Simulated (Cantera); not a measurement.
## Chlorosilane synthesis and conversion: Si + HCl + H2

A closed system holds: 1 mol Si, 2.5 mol HCl, 6 mol H2, equilibrated at 1150 K and 0.133 bar.

Method: chemical equilibrium by Gibbs-energy minimisation in Cantera with the NASA 1993 tables (ideal gas, pure condensed phases). Candidate condensed phases: Si; 19 gas species. The tables' values for SiCl3 are old estimates; treat these amounts as uncertain. Equilibrium is a limit: real reactors are often held back by kinetics, nucleation or transport.

| Quantity | Result |
|---|---|
| x(H2) | 0.878 |
| x(HCl) | 0.0467 |
| x(SiCl4) | 0.0467 |
| x(SiHCl3) | 0.0178 |
| x(SiCl2) | 0.00547 |
| x(SiCl3) | 0.00483 |
| x(SiH2Cl2) | 0.000854 |
| x(SiH3Cl) | 1.10e-5 |
| n(Si(s)) | 0.398 mol |
| gas amount | 7.960 mol |
